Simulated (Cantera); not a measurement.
Input (Python, Cantera) and output of one run.

```python
import numpy as np
import cantera as ct

gas_names = """
    AL ALH ALO ALOH ALO2 ALO2H AL2 AL2O AL2O2 H HALO HO2 H2 H2O H2O2 O OH O2 O3
""".split()
cond_names = """
    AL(cr) AL(L) AL2O3(a) AL2O3(L) H2O(s) H2O(L)
""".split()


# ... load() reads the species with a 1 bar reference pressure and builds the phases ...
atoms = {
    'Al': {'AL': 1},
    'H2O': {'H': 2, 'O': 1},
    'H2': {'H': 2},
}
top_T = {}  # K; cautious upper limits of use, not melting points


# ... equilibrate(T, P, feed) seeds the gas with the atoms and calls Mixture.equilibrate('TP', solver="vcs", rtol=1e-11, max_steps=5000) ...
results = []
feed = {'Al': 1, 'H2O': 0.61, 'H2': 1.5}  # mol
T = 1398.15  # K
for P in [10, 63, 400, 2500, 16000, 100000]:
    mix = equilibrate(T, P, feed)
    results.append((T, P, feed, dict(zip(mix.species_names, mix.species_moles))))

top = {s: max(r[3][s] / sum(r[3][g] for g in gas_names) for r in results) for s in gas_names}
cols = sorted((s for s in top if top[s] > 0.001), key=lambda s: -top[s])[:6]
seen = [c for c in cond_names if any(r[3].get(c, 0) > 1e-12 for r in results)]
print("log10 of partial pressures in bar; condensed amounts in mol")
print(f"{'P/Pa':>10s}" + "".join(f"{s[:9]:>10s}" for s in cols + seen))
for T, P, feed, n in results:
    ng = sum(n[g] for g in gas_names)
    print(f"{P:10.4g}" + "".join(f"{np.log10(max(n[s] / ng * P / 1e5, 1e-99)):10.3f}" for s in cols)
          + "".join(f"{n.get(c, 0):10.4g}" for c in seen))
```

Result:

```
log10 of partial pressures in bar; condensed amounts in mol
      P/Pa        H2        AL      AL2O     AL(L)  AL2O3(a)
        10    -4.015    -5.662    -5.984    0.5148    0.1958
        63    -3.203    -5.662    -5.984     0.581    0.2022
       400    -2.398    -5.662    -5.984    0.5913    0.2032
      2500    -1.602    -5.662    -5.984     0.593    0.2033
   1.6e+04    -0.796    -5.662    -5.984    0.5933    0.2033
     1e+05    -0.000    -5.662    -5.984    0.5933    0.2033
```

Method: chemical equilibrium by Gibbs-energy minimisation in Cantera with the NASA 1993 tables (ideal gas, pure condensed phases). Mutual solubility and eutectic melting of coexisting phases are not modelled.
